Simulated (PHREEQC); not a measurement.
A solution holds 100 mmol/kgw CuSO4, 4.7 mmol/kgw CaCl2, 0.26 mmol/kgw NaHCO3 and 0.082 mmol/kgw Na2SO4, at 50 °C. Closed to the air; pH follows from the charge balance.

The numbers come from PHREEQC with the ion-association model, phreeqc.dat.

```json
[
 {"quantity": "pH", "before": "4.38", "after": "4.38"},
 {"quantity": "ionic strength (mol/kgw)", "before": "0.211", "after": "0.213"},
 {"quantity": "Cu+2 (mol/kgw)", "before": "0.0505", "after": "0.0504"},
 {"quantity": "SO4-2 (mol/kgw)", "before": "0.0498", "after": "0.0503"},
 {"quantity": "CuSO4 (mol/kgw)", "before": "0.0480", "after": "0.0481"},
 {"quantity": "Na+ (mol/kgw)", "before": "0.000393", "after": "0.00176"}
]
```

**Question.** What was changed between the two runs?
A. CaCl2 left out
B. CuSO4 from 0.1 to 0.11 mol/kgw
C. diluted 100-fold with water
D. Na2SO4 from 8.2e-05 to 0.00082 mol/kgw
E. CaCl2 from 0.0047 to 0.00517 mol/kgw

**Answer.** D, Na2SO4 from 8.2e-05 to 0.00082 mol/kgw

Precipitation was switched off in this run. At this temperature some constants are extrapolated from 25 °C, and those without enthalpy data are left unchanged.
